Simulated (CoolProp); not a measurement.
R236EA along the isobar 0.346 MPa: density (kg/m³) from the reference equation and from simpler models built on Tc = 412.4 K, pc = 3.414 MPa, ω = 0.368; each cubic takes its own stable root.

The numbers come from the reference Helmholtz-energy equation of state, Rui 2013 in CoolProp.

```csv
T (K),phase,reference,van der Waals,Redlich-Kwong,Peng-Robinson
274.5,liquid,1500,25.17,1298,1549
285.1,liquid,1468,24.03,1265,?
295.7,liquid,?,23.01,?,1480
306.2,liquid,1401,22.08,22.59,1441
316.8,gas,22.19,21.23,21.64,22.03
327.4,gas,21.17,?,?,21.09
338,gas,20.28,19.71,19.99,20.25
348.5,gas,19.48,19.05,?,?
359.1,gas,?,18.42,18.61,18.79
369.7,gas,18.09,17.84,17.99,18.14
380.3,gas,17.49,17.29,17.42,17.54
390.8,gas,16.93,16.78,16.89,16.99
401.4,gas,16.41,16.30,16.39,16.47
412,gas,15.93,15.85,15.92,15.99
```

**Question.** Fill in the missing entries.

**Answer.** 
- 285.1, Peng-Robinson: 1516
- 295.7, reference: 1435
- 295.7, Redlich-Kwong: 23.64
- 327.4, van der Waals: 20.44
- 327.4, Redlich-Kwong: 20.78
- 348.5, Redlich-Kwong: 19.28
- 348.5, Peng-Robinson: 19.49
- 359.1, reference: 18.75

At some of these states van der Waals, Redlich-Kwong gives the other phase, because its saturation line lies elsewhere.
